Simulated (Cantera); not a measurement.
Ammonia decomposition in nitride growth gas

A perfectly stirred reactor is fed with NH₃ : H₂ : N₂ = 1 : 16 : 0.32 (molar parts), at 0.200 bar; it is held at 2275 K, and followed from long to short residence time.

Cantera simulation using the gas-phase N/H chemistry of the illustrative SiF4/NH3 mechanism in the Surface Chemkin manual (1991); the numbers are that mechanism's predictions, not measurements. Walls and surfaces, which speed up NH3 decomposition in real reactors, are not modelled.

| τ (s) | x NH₃ | x H₂ | x H | x N₂H₄ | x N₂ |
|---|---|---|---|---|---|
| 0.93 | 0.000381 | 0.938 | 0.0173 | 6.37e-12 | 0.0442 |
| 0.34 | 0.000797 | 0.940 | 0.0152 | 2.15e-11 | 0.0440 |
| 0.13 | 0.00241 | 0.943 | 0.0107 | 9.70e-11 | 0.0434 |
| 0.048 | 0.0102 | 0.944 | 0.00588 | 5.26e-10 | 0.0399 |
| 0.018 | 0.0251 | 0.937 | 0.00403 | 1.52e-9 | 0.0331 |
| 0.0066 | 0.0411 | 0.929 | 0.00323 | 2.65e-9 | 0.0258 |
| 0.0025 | 0.0513 | 0.924 | 0.00274 | 3.01e-9 | 0.0211 |
| 0.00091 | 0.0562 | 0.922 | 0.00206 | 2.06e-9 | 0.0189 |
x: mole fraction; the columns are a selection and need not sum to one.
